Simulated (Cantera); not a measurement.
An isothermal, constant-pressure homogeneous reactor starts with 1.72 % C2H6, 98.3 % N2, at 1750 K and 0.464 atm.

Model: GRI-Mech 3.0 (53 species, 325 reactions), integrated in Cantera. GRI-Mech 3.0 stops at C3 and has no aromatics, soot or wall deposition, so with more carbon than oxygen in the feed, carbon stays in small species such as C2H2 where larger ones or solid carbon would form.

Problem. Predict: x(H) at 10.0 s; x(C2H2) at 10.0 s; x(HCN) at 10.0 s; x(CH4) at 10.0 s; x(C2H) at 10.0 s; x(CH2) at 10.0 s.

Solution. 
| Quantity | Result |
|---|---|
| x(H) at 10.0 s | 6.23e-5 (gas-phase equilibrium 6.23e-5) |
| x(C2H2) at 10.0 s | 0.0166 (gas-phase equilibrium 0.00243) |
| x(HCN) at 10.0 s | 2.90e-5 (gas-phase equilibrium 0.0285) |
| x(CH4) at 10.0 s | 3.03e-5 (gas-phase equilibrium 1.19e-5) |
| x(C2H) at 10.0 s | 2.19e-7 (gas-phase equilibrium 3.20e-8) |
| x(CH2) at 10.0 s | 2.32e-9 (gas-phase equilibrium 9.11e-10) |
